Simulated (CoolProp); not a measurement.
200 sccm (0 °C, 1 atm) of nitrogen bubbles through liquid octamethylcyclotetrasiloxane (D4) at 307.5 K and leaves saturated at a total pressure of 0.00593 MPa (ideal gas phase). Each further row changes one setting.

Values from CoolProp's reference Helmholtz-energy equation of state, Thol 2015.

| case | vapour pressure (kPa) | mole fraction of vapour | delivery (mg/min) | delivery (sccm) | change of delivery for a bath 1 K warmer (%) |
|---|---|---|---|---|---|
| as stated | 0.262 | 0.0442 | 123 | 9.26 | 7.4 |
| bath temperature 312.5 K | 0.367 | [?] | 175 | [?] | 7.3 |
| total pressure 0.0119 MPa | 0.262 | 0.0220 | 59.7 | [?] | 7.3 |

Some entries are withheld; supply them.


- bath temperature 312.5 K, mole fraction of vapour: 0.0620
- bath temperature 312.5 K, delivery (sccm): 13.2
- total pressure 0.0119 MPa, delivery (sccm): 4.51
